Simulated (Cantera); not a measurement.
What does this Cantera script print?

```python
import numpy as np
import cantera as ct

gas_names = """
    C CH CH2 CH3 CH2OH CH3O CH4 CH3OH CN CO CO2 COOH C2 C2H CHCO,ketyl C2H2,acetylene C2H2,vinylidene
    CH2CO,ketene C2H3,vinyl CH3CN CH3CO,acetyl C2H4 C2H4O,ethylen CH3CHO,ethanal CH3COOH (HCOOH)2 C2H5
    C2H6 CH3OCH3 C2H5OH CCN CNC C2N2 C2O C3 C3H3,propargyl C3H4,allene C3H4,propyne C3H4,cyclo-
    C3H5,allyl C3H6,propylene C3H6,cyclo- C3H6O C3H7,n-propyl C3H7,i-propyl C3H8 C3H8O,1propanol
    C3H8O,2propanol C3O2 C4 C4H2 C4H4,1,3-cyclo- C4H6,butadiene C4H6,2-butyne C4H6,cyclo- C4H8,1-butene
    C4H8,cis2-buten C4H8,tr2-butene C4H8,isobutene C4H8,cyclo- (CH3COOH)2 C4H9,n-butyl C4H9,i-butyl
    C4H9,s-butyl C4H9,t-butyl C4H10,isobutane C4H10,n-butane C4N2 C5 C5H6,1,3cyclo- C5H8,cyclo-
    C5H10,1-pentene C5H10,cyclo- C5H11,pentyl C5H11,t-pentyl C5H12,n-pentane C5H12,i-pentane
    CH3C(CH3)2CH3 C6H2 C6H5,phenyl C6H5O,phenoxy C6H6 C6H5OH,phenol C6H10,cyclo- C6H12,1-hexene
    C6H12,cyclo- C6H13,n-hexyl C7H7,benzyl C7H8 C7H8O,cresol C7H14,1-heptene C7H15,n-heptyl
    C7H16,n-heptane C8H8,styrene C8H10,ethylbenz C8H16,1-octene C8H17,n-octyl C8H18,isooctane
    C8H18,n-octane C9H19,n-nonyl C10H8,naphthale C10H21,n-decyl C12H9,o-bipheny C12H10,bipheny H HCN HCO
    HCCN HNC HNCO HNO HNO2 HNO3 HO2 H2 HCHO,formaldehy HCOOH H2O H2O2 N NCO NH NH2 NH3 NH2OH NO NO2 NO3
    N2 N2H2 N2H4 N2O O OH O2 O3
""".split()
cond_names = """
    C(gr) C6H6(L) C7H8(L) C8H18(L),n-octa H2O(s) H2O(L)
""".split()


def load(file, names, dense=False):
    # The tables refer to 1 bar. Condensed volumes are neglected.
    table = {s.name: s for s in ct.Species.list_from_file(file)}
    out = []
    for n in names:
        d = dict(table[n].input_data)
        d["thermo"] = dict(d["thermo"], **{"reference-pressure": 1e5})
        if dense:
            d["equation-of-state"] = {"model": "constant-volume", "density": "1e6 g/cm^3"}
        out.append(ct.Species.from_dict(d))
    return out


gas = ct.Solution(thermo="ideal-gas", species=load("nasa_gas.yaml", gas_names))
cond = {s.name: ct.Solution(thermo="fixed-stoichiometry", species=[s], name=s.name)
        for s in load("nasa_condensed.yaml", cond_names, dense=True)}
atoms = {
    'CO': {'C': 1, 'O': 1},
    'H2': {'H': 2},
    'N2': {'N': 2},
    'NH3': {'N': 1, 'H': 3},
}
top_T = {'C(gr)': 4500}  # K; cautious upper limits of use, not melting points


def equilibrate(T, P, feed):
    n = {}
    for name, mol in feed.items():
        for a, k in atoms[name].items():
            n[a] = n.get(a, 0.0) + k * mol
    gas.TPX = T, P, n
    mass = sum(n.values()) * gas.mean_molecular_weight
    gas.equilibrate("TP")
    valid = [c for c in cond.values() if c.min_temp <= T <= top_T.get(c.name, c.max_temp)]
    mix = ct.Mixture([(gas, mass / gas.mean_molecular_weight)] + [(c, 0.0) for c in valid])
    mix.T, mix.P = T, P
    mix.equilibrate("TP", solver="vcs", rtol=1e-11, max_steps=5000)
    return mix


results = []
feed = {'CO': 1, 'H2': 0.38, 'N2': 2.8, 'NH3': 0.018}  # mol
P = 2000  # Pa
for T in [598, 798, 998, 1198, 1398, 1598, 1798, 1998, 2198, 2398, 2598]:
    mix = equilibrate(T, P, feed)
    results.append((T, P, feed, dict(zip(mix.species_names, mix.species_moles))))

top = {s: max(r[3][s] / sum(r[3][g] for g in gas_names) for r in results) for s in gas_names}
cols = sorted((s for s in top if top[s] > 1e-06), key=lambda s: -top[s])[:5]
seen = [c for c in cond_names if any(r[3].get(c, 0) > 1e-12 for r in results)]
print("log10 of partial pressures in bar; condensed amounts in mol")
print(f"{'T/K':>10s}" + "".join(f"{s[:9]:>10s}" for s in cols + seen))
for T, P, feed, n in results:
    ng = sum(n[g] for g in gas_names)
    print(f"{T:10.4g}" + "".join(f"{np.log10(max(n[s] / ng * P / 1e5, 1e-99)):10.3f}" for s in cols)
          + "".join(f"{n.get(c, 0):10.4g}" for c in seen))
```

Result:

```
log10 of partial pressures in bar; condensed amounts in mol
       T/K        N2        CO       CO2        H2         H     C(gr)
       598    -1.807    -4.238    -2.666    -3.039   -17.919    0.5859
       798    -1.852    -2.525    -3.028    -2.724   -12.936    0.2144
       998    -1.875    -2.326    -4.881    -2.715   -10.025  0.003472
      1198    -1.875    -2.324    -6.359    -2.714    -8.078 5.242e-05
      1398    -1.875    -2.324    -6.638    -2.714    -6.682         0
      1598    -1.875    -2.324    -6.751    -2.715    -5.631         0
      1798    -1.875    -2.324    -6.836    -2.716    -4.811         0
      1998    -1.876    -2.325    -6.900    -2.723    -4.156         0
      2198    -1.878    -2.326    -6.951    -2.745    -3.627         0
      2398    -1.882    -2.331    -6.997    -2.800    -3.202         0
      2598    -1.890    -2.338    -7.061    -2.919    -2.879         0
```

Method: chemical equilibrium by Gibbs-energy minimisation in Cantera with the NASA 1993 tables (ideal gas, pure condensed phases).
